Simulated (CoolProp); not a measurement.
Properties of cis-2-butene along the isobar 4.92 MPa.

The numbers come from the reference Helmholtz-energy equation of state, Lemmon 2005 in CoolProp. It is a short technical equation, of lower accuracy than the large ones.

| T (K) | phase | density (kg/m³) | cp (kJ/(kg K)) |
|---|---|---|---|
| 307.8 | liquid | 611.4 | 2.257 |
| 325.9 | liquid | 589.8 | 2.342 |
| 344 | liquid | 566.9 | 2.440 |
| 362.1 | liquid | 541.8 | 2.558 |
| 380.2 | liquid | 513.9 | 2.708 |
| 398.3 | liquid | 481.2 | 2.918 |
| 416.4 | liquid | 439.9 | 3.286 |
| 434.5 | liquid | 374.7 | 4.535 |
| 452.6 | supercritical | 162.9 | 5.928 |
| 470.7 | supercritical | 118.9 | 3.354 |
| 488.8 | supercritical | 101.4 | 2.921 |
| 506.9 | supercritical | 90.48 | 2.766 |
| 525 | supercritical | 82.67 | 2.703 |

The peak of cp marks the crossing from liquid-like to gas-like fluid above the critical point.
